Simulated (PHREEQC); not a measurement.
## Brine: an equilibrium model

Consider water at 25 °C with 2.1 mol NaBr and 0.022 mol Na2B4O7 per kg of water. Closed to the air; pH follows from the charge balance.

Computed with PHREEQC (Pitzer model, pitzer.dat).

The pH comes out as 8.98 and the ionic strength comes out as 2.15 mol/kgw. The activity of water comes out as 0.923 and the density is 1.155 g/cm³. The osmotic coefficient is 1.028 and the total alkalinity comes out as 44.0 meq/kg.

```csv
species,molality,activity,log γ
Na+,2.14,1.83,-0.069
Br-,2.10,1.32,-0.202
B(OH)4-,0.0345,0.0107,-0.508
B(OH)3,0.0321,0.0211,-0.181
B4O5(OH)4-2,0.00347,1.69e-5,-2.311
B3O3(OH)4-,0.00251,0.000313,-0.903
OH-,2.13e-5,8.91e-6,-0.379
```

This is a speciation only: nothing precipitates in the calculation. Species that the database lacks are ignored. In brines, pH and single-ion activities rest on the MacInnes convention.
